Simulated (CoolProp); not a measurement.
A simple Rankine cycle with n-butane: condensing at 296.15 K, boiler at 0.772 MPa, turbine inlet 346.1 K, turbine efficiency 0.7, pump efficiency 0.8, no recuperator. Each further row changes one setting.

The numbers come from the reference Helmholtz-energy equation of state, Bücker 2006 in CoolProp.

```csv
case,thermal efficiency (%),net work (kJ/kg),heat in (kJ/kg),turbine exit temperature (K),volume ratio over the turbine
as stated,7.9,34.5,436,317.0,3.47
turbine inlet 366.1 K,7.9,(withheld),479,(withheld),(withheld)
condensing temperature 288.15 K,9.2,41.9,(withheld),(withheld),4.48
boiler pressure 0.54 MPa,5.8,(withheld),446,326.8,2.37
turbine efficiency 0.6,6.8,29.4,436,(withheld),3.51
```

Problem. Some entries are withheld; supply them.

Solution. 
- turbine inlet 366.1 K, net work (kJ/kg): 37.7
- turbine inlet 366.1 K, turbine exit temperature (K): 338.3
- turbine inlet 366.1 K, volume ratio over the turbine: 3.41
- condensing temperature 288.15 K, heat in (kJ/kg): 455
- condensing temperature 288.15 K, turbine exit temperature (K): 311.8
- boiler pressure 0.54 MPa, net work (kJ/kg): 25.8
- turbine efficiency 0.6, turbine exit temperature (K): 319.8
